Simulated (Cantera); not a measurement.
A freely propagating, adiabatic, planar premixed flame of CH4 : O2 : N2 = 1 : 2.38 : 8.95 (molar parts), equivalence ratio 0.84, unburnt at 500 K and 5.00 bar; mixture-averaged transport, grid criteria slope 0.08 and curve 0.16, no radiation.

Detailed kinetics in Cantera: GRI-Mech 3.0 (53 species, 325 reactions). Burning velocities carry a grid error of a few per cent, more on coarse grids.

What does this change do: CH4 1 to 1.3 parts?


```tsv
quantity	before	after
laminar burning velocity	40.7 cm/s	50.4 cm/s
thermal thickness	0.128 mm	0.113 mm
peak x(HO2)	0.000217	0.000190
peak x(H2)	0.00776	0.0207
peak x(CH2O)	0.00130	0.00141
```
